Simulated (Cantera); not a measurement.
A perfectly stirred reactor is fed with 1.06 % CH₄, 2.41 % O₂, 96.5 % N₂, at 14.8 atm; it is held at 1350 K, and followed from long to short residence time.

Cantera simulation using GRI-Mech 3.0 (53 species, 325 reactions); the numbers are that mechanism's predictions, not measurements. The pressure lies above the range GRI-Mech 3.0 was tuned for (to about 10 atm). The temperature is held fixed by assumption; the heat of reaction is taken as removed at once.

x: mole fraction; the columns are a selection and need not sum to one.

| τ (s) | x CH₄ | x O₂ | x C₂H | x CH₂ | x CH₂CO | x NO | x C₂H₄ |
|---|---|---|---|---|---|---|---|
| 1.7 | 8.26e-6 | 0.00295 | 1.08e-12 | 5.77e-10 | 5.24e-8 | 1.23e-7 | ? |
| 0.74 | 1.59e-5 | 0.00300 | 2.02e-12 | 1.10e-9 | 1.40e-7 | 1.67e-7 | ? |
| 0.32 | 3.09e-5 | 0.00310 | 3.34e-12 | 2.03e-9 | 3.46e-7 | 2.10e-7 | ? |
| 0.14 | 6.06e-5 | 0.00331 | 5.15e-12 | 3.52e-9 | 8.14e-7 | 2.25e-7 | ? |
| 0.060 | 0.000125 | 0.00374 | 7.83e-12 | 5.78e-9 | 1.96e-6 | 1.92e-7 | ? |
| 0.026 | 0.000266 | 0.00460 | 1.19e-11 | 8.58e-9 | 4.78e-6 | 1.25e-7 | ? |
| 0.011 | 0.000591 | 0.00626 | 1.90e-11 | 1.15e-8 | 1.20e-5 | 5.96e-8 | ? |
| 0.0049 | 0.00127 | 0.00889 | 2.91e-11 | 1.34e-8 | 2.77e-5 | 2.18e-8 | ? |
| 0.0021 | 0.00294 | 0.0134 | 3.62e-11 | 1.21e-8 | 5.93e-5 | 4.80e-9 | ? |
| 0.00092 | 0.0106 | 0.0241 | <1e-12 | 7.15e-12 | 9.41e-9 | <1e-12 | ? |
| 0.00040 | 0.0106 | 0.0241 | <1e-12 | 2.44e-12 | 2.74e-10 | <1e-12 | ? |

Q: Some entries are withheld; supply them.

A: 
- 1.7, x C₂H₄: 1.64e-7
- 0.74, x C₂H₄: 4.31e-7
- 0.32, x C₂H₄: 1.03e-6
- 0.14, x C₂H₄: 2.30e-6
- 0.060, x C₂H₄: 5.31e-6
- 0.026, x C₂H₄: 1.27e-5
- 0.011, x C₂H₄: 3.31e-5
- 0.0049, x C₂H₄: 8.33e-5
- 0.0021, x C₂H₄: 0.000207
- 0.00092, x C₂H₄: 1.24e-6
- 0.00040, x C₂H₄: 1.39e-7
